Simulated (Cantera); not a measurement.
Mixture: CH4 : O2 : N2 = 1 : 1.54 : 5.78 (molar parts), equivalence ratio 1.3, at 0.987 atm, adiabatic and at constant volume. Ignition delay is the time to a rise of 400 K.

Computed with Cantera and GRI-Mech 3.0 (53 species, 325 reactions).

Q: Predict: delay at 1150 K; delay at 1350 K; delay at 1550 K; delay at 1750 K; delay at 1950 K; apparent activation energy between 1750 and 1950 K.

A: 
| Quantity | Value |
|---|---|
| delay at 1150 K | 0.105 s |
| delay at 1350 K | 6.73 ms |
| delay at 1550 K | 0.746 ms |
| delay at 1750 K | 0.148 ms |
| delay at 1950 K | 45.1 µs |
| apparent activation energy between 1750 and 1950 K | 170 kJ/mol |
